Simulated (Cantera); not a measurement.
Input: 1 mol SiHCl3, 0.35 mol HCl, 11 mol H2, at 1098 K and 20.0 mbar.

These are equilibrium values from Cantera (NASA tables, ideal gas, pure condensed phases), not measurements of a reactor. Candidate condensed phases: Si; 19 gas species. The tables' values for SiCl3 are old estimates; treat these amounts as uncertain. Equilibrium is a limit: real reactors are often held back by kinetics, nucleation or transport.

Base state: H2 0.889, HCl 0.0512, SiCl4 0.0395, SiHCl3 0.00999, SiCl2 0.00598, SiCl3 0.00410, SiH2Cl2 0.000302 (mole fractions); condensed: Si(s).

Question: What changes in the equilibrium state with this change: pressure from 20.0 mbar to 2.40 mbar?

Answer: 
```csv
species,before,after
H2,0.889,0.865
HCl,0.0512,0.0799
SiCl4,0.0395,0.0298
SiCl2,0.00598,0.0150
SiH2Cl2,0.000302,8.84e-5
SiHCl3,0.00999,0.00469
SiCl3,0.00410,0.00564
"Si(s), mol",0.240,0.289
```
